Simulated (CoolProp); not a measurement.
Computed with CoolProp (reference Helmholtz-energy equation of state, McLinden 2015).

Problem. For the fluoroketone C6F12O (FK-5-1-12), give the phase and the Z, Joule-Thomson coefficient (K/MPa), isothermal compressibility (1/MPa), expansivity (1/kK) at 233.1 K and 28 bar.

Solution. 
- 233.1 K and 28 bar: liquid; Z 0.255, Joule-Thomson coefficient -0.335, isothermal compressibility 0.00131, expansivity 1.47
